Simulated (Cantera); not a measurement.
An adiabatic, constant-volume homogeneous reactor starts with CH₄ : O₂ : N₂ : H₂O = 1 : 1.33 : 5.01 : 1.4 (molar parts), equivalence ratio 1.5, at 1650 K and 0.970 bar. Integrator tolerance rtol = 1e-08.

Detailed kinetics in Cantera: GRI-Mech 3.0 (53 species, 325 reactions).

What does this change do: initial temperature 1650 to 1523 K?


```csv
quantity,before,after
time of steepest temperature rise,0.426 ms,1.52 ms
temperature at 0.200 s,2782 K,2733 K
equilibrium temperature,2782 K,2733 K
x(CH₄) at 0.200 s,<1e-12 (gas-phase equilibrium <1e-12),<1e-12 (gas-phase equilibrium <1e-12)
x(O₂) at 0.200 s,0.00253 (gas-phase equilibrium 0.00253),0.00175 (gas-phase equilibrium 0.00175)
x(H₂O) at 0.200 s,0.260 (gas-phase equilibrium 0.260),0.266 (gas-phase equilibrium 0.266)
x(C₂H₄) at 0.200 s,<1e-12 (gas-phase equilibrium <1e-12),<1e-12 (gas-phase equilibrium <1e-12)
x(OH) at 0.200 s,0.0147 (gas-phase equilibrium 0.0147),0.0118 (gas-phase equilibrium 0.0118)
```

What does this change do: constant pressure in place of constant volume?


```csv
quantity,before,after
time of steepest temperature rise,0.426 ms,0.457 ms
temperature at 0.200 s,2782 K,2623 K
equilibrium temperature,2782 K,2623 K
x(CH₄) at 0.200 s,<1e-12 (gas-phase equilibrium <1e-12),<1e-12 (gas-phase equilibrium <1e-12)
x(O₂) at 0.200 s,0.00253 (gas-phase equilibrium 0.00253),0.00141 (gas-phase equilibrium 0.00141)
x(H₂O) at 0.200 s,0.260 (gas-phase equilibrium 0.260),0.268 (gas-phase equilibrium 0.268)
x(C₂H₄) at 0.200 s,<1e-12 (gas-phase equilibrium <1e-12),<1e-12 (gas-phase equilibrium <1e-12)
x(OH) at 0.200 s,0.0147 (gas-phase equilibrium 0.0147),0.00987 (gas-phase equilibrium 0.00987)
```
